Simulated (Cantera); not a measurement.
Standard-state values (1 bar) from the NASA 1993 polynomials, evaluated with Cantera. Values are per mole of reaction as written; species without (g) are pure solids or liquids, kept so even where they would boil at 1 bar.

Problem. Between 300 and 1700 K, where is each reaction favourable under standard conditions?
- 4 AlN + 2 NO(g) ⇌ 2 Al2O(g) + 3 N2(g)
- 2 Al2O(g) + 4 NO(g) ⇌ 4 AlN + 3 O2(g)

Solution. 
- 4 AlN + 2 NO(g) ⇌ 2 Al2O(g) + 3 N2(g): ΔG° is 626 kJ at 300 K and -147 kJ at 1700 K; it changes sign between 300 and 1450 K. ΔH° is 748 kJ and ΔS° 527 J/K at 1700 K.
- 2 Al2O(g) + 4 NO(g) ⇌ 4 AlN + 3 O2(g): ΔG° is -1151 kJ at 300 K and -272 kJ at 1700 K; it stays negative (K > 1). ΔH° is -1297 kJ and ΔS° -603 J/K at 1700 K.
